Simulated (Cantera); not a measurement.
**Reactions in the system H-S-Si**

Cantera with NASA thermochemical tables; ideal gases at 1 bar, condensed phases pure. Values are per mole of reaction as written; species without (g) are pure solids or liquids, kept so even where they would boil at 1 bar.

2 SiH3(g) = H2(g) + 2 SiH2(g)

| T (K) | ΔH° (kJ) | ΔS° (J/K) | ΔG° (kJ) | log10 K |
|---|---|---|---|---|
| 450 | 75.0 | 121.0 | 20.6 | -2.39 |
| 550 | 76.8 | 124.5 | 8.3 | -0.79 |
| 650 | 78.4 | 127.3 | -4.3 | 0.35 |
| 750 | 80.0 | 129.5 | -17.2 | 1.20 |
| 850 | 81.3 | 131.2 | -30.2 | 1.86 |
| 950 | 82.3 | 132.4 | -43.4 | 2.39 |
| 1050 | 83.1 | 133.2 | -56.7 | 2.82 |

SiH3(g) = 3 H(g) + Si(g)

```tsv
T (K)	ΔH° (kJ)	ΔS° (J/K)	ΔG° (kJ)	log10 K
450	900.9	312.6	760.2	-88.24
550	904.2	319.4	728.5	-69.19
650	907.1	324.3	696.3	-55.96
750	909.6	327.8	663.7	-46.23
850	911.7	330.4	630.8	-38.76
950	913.5	332.4	597.7	-32.86
1050	915.0	334.0	564.3	-28.07
```

2 Si + 3 H2S(g) = 2 SiH3(g) + 3 S

```tsv
T (K)	ΔH° (kJ)	ΔS° (J/K)	ΔG° (kJ)	log10 K
450	490.3	-100.0	535.3	-62.14
550	496.5	-87.7	544.7	-51.73
650	501.5	-79.2	553.0	-44.44
750	505.3	-73.7	560.6	-39.04
850	509.3	-68.8	567.7	-34.89
950	514.0	-63.5	574.3	-31.58
1050	518.2	-59.3	580.5	-28.88
```
